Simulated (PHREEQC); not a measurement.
Make-up at 25 °C: 0.275 mol NaOH, 2.4e-05 mol H4SiO4 and 0.0057 mol K3PO4 per kg of water. Closed to the air; pH follows from the charge balance.

The numbers come from PHREEQC with the ion-association model, phreeqc.dat.

Question: The ionic strength comes out as 0.309 mol/kgw. What activity coefficients do Na+, OH-, H3SiO4-, NaHPO4-, PO4-3 get?

Answer: Na+ 0.73, OH- 0.67, H3SiO4- 0.69, NaHPO4- 0.72, PO4-3 0.033.

Precipitation was switched off in this run.
